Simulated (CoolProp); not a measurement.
Sulfur hexafluoride at 298.15 K and 0.861 MPa is compressed adiabatically to 6 MPa with isentropic efficiency 0.75. Each further row changes one setting.

Values from CoolProp's reference Helmholtz-energy equation of state, Guder 2009.

| case | work (kJ/kg) | final temperature (K) | final density (kg/m³) |
|---|---|---|---|
| as stated | 38.1 | 382.1 | 404 |
| efficiency 1 | 28.6 | 373.5 | 439 |
| efficiency 0.65 | 44.0 | 387.7 | 385 |
